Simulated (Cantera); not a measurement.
**Equilibrium for oxide etching and cleaning by halides: Al₂O₃ + Cl₂ + H₂**

A closed system holds: 1 mol Al₂O₃, 3.5 mol Cl₂, 9.1 mol H₂, equilibrated at 0.0825 Torr.

Method: chemical equilibrium by Gibbs-energy minimisation in Cantera with the NASA 1993 tables (ideal gas, pure condensed phases). Candidate condensed phases: Al, AlCl₃, Al₂O₃, H₂O; 29 gas species. The tables' values for AlCl₂ are old estimates; treat these amounts as uncertain. Condensed phases not in the tables: AlOCl. Equilibrium is a limit: real reactors are often held back by kinetics, nucleation or transport.

```tsv
T (K)	log p HCl	log p H₂	log p H	log p Cl	log p H₂O	log p AlCl	n Al₂O₃(s)
850	-4.21	-4.31	-12.84	-12.75	-8.93	<-15	1.000
950	-4.21	-4.31	-11.41	-11.33	-8.51	-15.83	1.000
1050	-4.21	-4.31	-10.25	-10.19	-8.18	-13.72	1.000
1150	-4.21	-4.31	-9.28	-9.24	-7.90	-11.98	1.000
1250	-4.21	-4.31	-8.47	-8.44	-7.67	-10.52	0.999
1350	-4.21	-4.31	-7.78	-7.76	-7.47	-9.30	0.999
1450	-4.22	-4.31	-7.18	-7.17	-7.27	-8.30	0.998
1550	-4.22	-4.31	-6.66	-6.66	-7.02	-7.55	0.996
1650	-4.22	-4.31	-6.20	-6.21	-6.71	-7.02	0.992
1750	-4.23	-4.32	-5.79	-5.82	-6.40	-6.64	0.984
1850	-4.26	-4.33	-5.43	-5.48	-6.11	-6.32	0.969
```
log p: log10 of the partial pressure in bar; n: condensed amount in mol.

From 850 K to 1850 K the condensed part is Al₂O₃(s). The main Al-bearing gas is AlCl₃ at 850 K and AlCl at 1850 K.
